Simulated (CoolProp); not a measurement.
A single-stage vapour-compression cycle with chloromethane (R40): evaporating at 249.15 K (dew point), condensing at 315.15 K (bubble point), superheat 2 K, subcooling 8 K, compressor efficiency 0.9, no pressure losses. Each further row changes one setting.

Computed with CoolProp (reference Helmholtz-energy equation of state, Thol 2014).

```json
[
 {"case": "as stated", "cooling COP": "2.74", "pressure ratio": "9.09", "discharge temperature (K)": "403.9", "refrigerating effect (kJ/kg)": "337", "volumetric capacity (kJ/m³)": "853"},
 {"case": "evaporating temperature 254.15 K", "cooling COP": "3.09", "pressure ratio": "7.34", "discharge temperature (K)": "394.2", "refrigerating effect (kJ/kg)": "339", "volumetric capacity (kJ/m³)": "1050"},
 {"case": "condensing temperature 310.15 K", "cooling COP": "3.03", "pressure ratio": "7.97", "discharge temperature (K)": "393.8", "refrigerating effect (kJ/kg)": "345", "volumetric capacity (kJ/m³)": "874"},
 {"case": "subcooling 13 K", "cooling COP": "2.81", "pressure ratio": "9.09", "discharge temperature (K)": "403.9", "refrigerating effect (kJ/kg)": "345", "volumetric capacity (kJ/m³)": "874"},
 {"case": "superheat 12 K", "cooling COP": "2.70", "pressure ratio": "9.09", "discharge temperature (K)": "416.8", "refrigerating effect (kJ/kg)": "345", "volumetric capacity (kJ/m³)": "836"},
 {"case": "compressor efficiency 0.8", "cooling COP": "2.44", "pressure ratio": "9.09", "discharge temperature (K)": "418.6", "refrigerating effect (kJ/kg)": "337", "volumetric capacity (kJ/m³)": "853"}
]
```
